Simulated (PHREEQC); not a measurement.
Solution (64 °C): 0.017 mol/kgw HNO3, 0.094 mol/kgw KNO3 and 0.0056 mol/kgw KH2PO4. Closed to the air; pH follows from the charge balance.

All values are PHREEQC results (ion-association model, phreeqc.dat), not measurements.

Each row changes one thing in this solution. This is a speciation only: nothing precipitates in the calculation.

```tsv
case	pH	H3PO4 (mol/kgw)	H2PO4- (mol/kgw)	HPO4-2 (mol/kgw)	KHPO4- (mol/kgw)
as made	1.97	0.00360	0.00200	3.17e-8	1.99e-9
KH2PO4 from 0.0056 to 0.00112 mol/kgw	1.88	0.000768	0.000351	4.58e-9	2.77e-10
HNO3 from 0.017 to 0.17 mol/kgw	0.89	0.00532	0.000280	4.78e-10	2.16e-11
temperature from 64 to 15 °C	1.94	0.00299	0.00261	2.84e-8	1.95e-9
diluted 10-fold with water	2.85	0.000123	0.000437	3.27e-8	3.98e-10
```

Constants without temperature data keep their 25 °C values here.
